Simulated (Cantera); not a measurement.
**Pyrogenic steam for wet oxidation**

An isothermal, constant-pressure homogeneous reactor starts with 21.1 % H₂, 50.3 % O₂, 28.6 % N₂, at 998 K and 13000 Pa.

Detailed kinetics in Cantera: GRI-Mech 3.0 (53 species, 325 reactions). Radical loss at walls, strong at low pressure, is not modelled. The temperature is held fixed by assumption; the heat of reaction is taken as removed at once.

```json
[
 {"t (s)": "1.00e-5", "x H₂": "0.211", "x O₂": "0.503", "x H": "9.13e-11", "x H₂O": "1.28e-11", "x N₂O": "<1e-12", "x HO₂": "9.78e-11"},
 {"t (s)": "5.66e-5", "x H₂": "0.211", "x O₂": "0.503", "x H": "1.22e-9", "x H₂O": "1.23e-9", "x N₂O": "<1e-12", "x HO₂": "6.84e-10"},
 {"t (s)": "0.000321", "x H₂": "0.211", "x O₂": "0.502", "x H": "2.73e-5", "x H₂O": "4.17e-5", "x N₂O": "<1e-12", "x HO₂": "4.21e-6"},
 {"t (s)": "0.00182", "x H₂": "0.00331", "x O₂": "0.444", "x H": "7.64e-5", "x H₂O": "0.232", "x N₂O": "4.35e-9", "x HO₂": "4.72e-5"},
 {"t (s)": "0.0103", "x H₂": "0.000421", "x O₂": "0.444", "x H": "1.62e-6", "x H₂O": "0.235", "x N₂O": "5.40e-9", "x HO₂": "1.07e-5"},
 {"t (s)": "0.0583", "x H₂": "1.87e-5", "x O₂": "0.444", "x H": "2.29e-8", "x H₂O": "0.236", "x N₂O": "5.82e-9", "x HO₂": "7.27e-7"},
 {"t (s)": "0.330", "x H₂": "1.48e-7", "x O₂": "0.444", "x H": "1.70e-10", "x H₂O": "0.236", "x N₂O": "5.92e-9", "x HO₂": "2.28e-8"},
 {"t (s)": "1.87", "x H₂": "2.01e-9", "x O₂": "0.444", "x H": "6.27e-12", "x H₂O": "0.236", "x N₂O": "5.97e-9", "x HO₂": "2.75e-9"},
 {"t (s)": "10.6", "x H₂": "2.99e-10", "x O₂": "0.444", "x H": "<1e-12", "x H₂O": "0.236", "x N₂O": "5.96e-9", "x HO₂": "1.02e-9"},
 {"t (s)": "60.0", "x H₂": "8.99e-11", "x O₂": "0.444", "x H": "<1e-12", "x H₂O": "0.236", "x N₂O": "5.75e-9", "x HO₂": "1.33e-9"}
]
```
x: mole fraction; the columns are a selection and need not sum to one.

Equilibrium at this temperature and pressure: H₂ 8.14e-11, O₂ 0.444, H <1e-12, H₂O 0.236, N₂O 5.40e-10, HO₂ 1.46e-9 (gas phase only).
